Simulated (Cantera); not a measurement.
What does this Cantera script print?

```python
import numpy as np
import cantera as ct

gas = ct.Solution("h2o2.yaml")
gas.TPX = 1348, 1100, {'H2': 0.0057, 'O2': 1}
reactor = ct.IdealGasConstPressureReactor(gas, energy="off", clone=False)
net = ct.ReactorNet([reactor])
net.rtol, net.atol = 1e-08, 1e-18
show = ['H2', 'O2', 'OH', 'HO2', 'H2O2', 'O']
times = np.geomspace(0.0002, 2, 14)

steps = ct.SolutionArray(gas, extra=["t"])
rows = []
print(f"{'t/s':>10s}{'T/K':>9s}{'P/Pa':>11s}" + "".join(f"{s:>11s}" for s in show))
for t in times:
    while net.time < t:
        t_next = net.step()
        steps.append(gas.state, t=t_next)
    rows.append([np.interp(t, steps.t, y) for y in (steps.T, steps.P, *steps(*show).X.T)])
    print(f"{t:10.3e}{rows[-1][0]:9.1f}{rows[-1][1]:11.4g}" + "".join(f"{x:11.3e}" for x in rows[-1][2:]))
rate = np.gradient(steps.T, steps.t)
print("integrator steps:", len(steps.t))
if steps.T.max() > steps.T[0] + 200:
    print(f"time of steepest temperature rise: {steps.t[rate.argmax()]:.4e} s")
gas.TPX = 1348, 1100, {'H2': 0.0057, 'O2': 1}
gas.equilibrate("TP")
print(f"equilibrium (TP): T = {gas.T:.1f} K  " + "  ".join(f"{s} {gas[s].X[0]:.3e}" for s in show))
```

Result:

```
       t/s      T/K       P/Pa         H2         O2         OH        HO2       H2O2          O
 2.000e-04   1348.0       1100  5.668e-03  9.943e-01  9.293e-09  1.029e-08  1.214e-12  9.743e-09
 4.062e-04   1348.0       1100  5.668e-03  9.943e-01  2.313e-08  2.090e-08  4.875e-12  2.527e-08
 8.249e-04   1348.0       1100  5.668e-03  9.943e-01  6.541e-08  4.241e-08  1.906e-11  7.552e-08
 1.675e-03   1348.0       1100  5.667e-03  9.943e-01  2.741e-07  8.608e-08  7.097e-11  3.321e-07
 3.403e-03   1348.0       1100  5.662e-03  9.943e-01  3.140e-06  1.757e-07  2.430e-10  3.881e-06
 6.910e-03   1348.0       1100  5.072e-03  9.938e-01  3.099e-04  3.550e-07  1.852e-09  4.060e-04
 1.403e-02   1348.0       1100  6.131e-05  9.889e-01  8.259e-04  2.789e-07  7.807e-09  4.951e-03
 2.850e-02   1348.0       1100  1.304e-05  9.889e-01  6.743e-04  2.357e-07  5.559e-09  5.019e-03
 5.789e-02   1348.0       1100  1.264e-05  9.891e-01  6.641e-04  2.319e-07  5.508e-09  4.862e-03
 1.176e-01   1348.0       1100  1.189e-05  9.894e-01  6.443e-04  2.246e-07  5.408e-09  4.562e-03
 2.388e-01   1348.0       1100  1.056e-05  9.900e-01  6.074e-04  2.108e-07  5.209e-09  4.033e-03
 4.849e-01   1348.0       1100  8.459e-06  9.908e-01  5.438e-04  1.868e-07  4.828e-09  3.205e-03
 9.848e-01   1348.0       1100  5.732e-06  9.919e-01  4.480e-04  1.503e-07  4.158e-09  2.148e-03
 2.000e+00   1348.0       1100  3.099e-06  9.930e-01  3.297e-04  1.049e-07  3.150e-09  1.148e-03
integrator steps: 849
equilibrium (TP): T = 1348.0 K  H2 1.079e-08  O2 9.943e-01  OH 1.953e-05  HO2 1.438e-08  H2O2 4.641e-11  O 3.905e-06
```

Computed with Cantera and the H2/O2 subset of GRI-Mech 3.0, which has no nitrogen chemistry. Radical loss at walls, strong at low pressure, is not modelled.
